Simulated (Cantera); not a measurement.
A perfectly stirred reactor is fed with CH4 : O2 : N2 = 1 : 2.44 : 9.17 (molar parts), at 1.00 atm; it is adiabatic with a 725 K inlet, and is followed from long to short residence time, starting on the burning branch (τ in s: 0.068, 0.035, 0.018, 0.0096, 0.005, 0.0026, 0.0014, 0.00071, 0.00037, 0.00019, 0.0001, 5.3e-05, 2.8e-05).

Cantera simulation using GRI-Mech 3.0 (53 species, 325 reactions); the numbers are that mechanism's predictions, not measurements.

One state of this run: T (K) = 2287; x CH4 = 4.57e-6; x O2 = 0.0355; x H = 0.000509; x N2O = 3.23e-7; x NO = 0.00176; x NO2 = 7.81e-7. x: mole fraction; the columns are a selection and need not sum to one.

Q: Which value of τ (s) does it belong to?
A) 0.035
B) 5.3e-5
C) 0.018
D) 2.8e-5

A: A, 0.035
